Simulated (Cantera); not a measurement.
A Cantera script and its output.

```python
import numpy as np
import cantera as ct

gas = ct.Solution("gri30.yaml")


def delay(T, t_max=10):
    gas.TPX = T, 3000000, {'CH4': 1, 'O2': 1.67, 'N2': 7.83, 'CO2': 0.25}
    reactor = ct.IdealGasConstPressureReactor(gas, clone=False)
    net = ct.ReactorNet([reactor])
    net.rtol, net.atol = 1e-8, 1e-16
    while net.time < t_max:
        t_old, T_old = net.time, reactor.T
        net.step()
        if reactor.T > T + 400:  # ignition: a rise of 400 K
            return t_old + (T + 400 - T_old) / (reactor.T - T_old) * (net.time - t_old)
    return np.nan


taus = []
for T in [1200, 1275, 1350, 1425, 1500, 1575]:
    taus.append(delay(T))
    print(f"T0 = {T:6g} K   tau = {taus[-1]:.4e} s")
```

It prints:

```
T0 =   1200 K   tau = 1.8323e-03 s
T0 =   1275 K   tau = 7.9459e-04 s
T0 =   1350 K   tau = 3.7100e-04 s
T0 =   1425 K   tau = 1.8251e-04 s
T0 =   1500 K   tau = 9.3351e-05 s
T0 =   1575 K   tau = 4.9250e-05 s
```

Model: GRI-Mech 3.0 (53 species, 325 reactions), integrated in Cantera. The pressure lies above the range GRI-Mech 3.0 was tuned for (to about 10 atm).
